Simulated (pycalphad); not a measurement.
## Effect of Si content in Mg-Si

Computed with pycalphad from the COST 507 light-alloy database (1999), at 1 atm. No gas phase is included, though pure Mg would boil below 1255 °C. These are 1990s assessments: newer ones move some temperatures and phases. Phase fractions are per mole of atoms.

```tsv
alloy	liquidus (°C)	first solid	solidus (°C)	phases at 452 °C
Mg-10Si (at.%)	890	MG2SI	639	HCP_A3 0.70, MG2SI 0.30
Mg-20Si (at.%)	1015	MG2SI	639	MG2SI 0.60, HCP_A3 0.40
Mg-40Si (at.%)	1061	MG2SI	944	MG2SI 0.90, DIAMOND_A4 0.10
Mg-80Si (at.%)	1255	DIAMOND_A4	944	DIAMOND_A4 0.70, MG2SI 0.30
```

Database names, with the compositions (at.%) that they take in these runs: MG2SI: Mg 67 Si 33. HCP_A3 is hcp; DIAMOND_A4 is diamond (Si).
